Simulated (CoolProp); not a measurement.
Vapour-liquid equilibrium of ethanol (1) + n-hexane (2) at 447.8 K; x and y are mole fractions of (1).

Values from CoolProp's multi-fluid Helmholtz-energy mixture model, Schroeder 2014 and Thol 2019; pair parameters Bell 2016.

Q: Give the bubble pressure and the first vapour's composition at x = 0.5, 0.575, 0.95. Is there an azeotrope?

A: x = 0.5: 19.99 bar, y = 0.546; x = 0.575: 20.14 bar, y = 0.589; x = 0.95: 18.24 bar, y = 0.927. y crosses x between x = 0.575 and 0.65: the model has an azeotrope there.

The pair parameters rest on a limited set of measurements; away from them the model extrapolates.
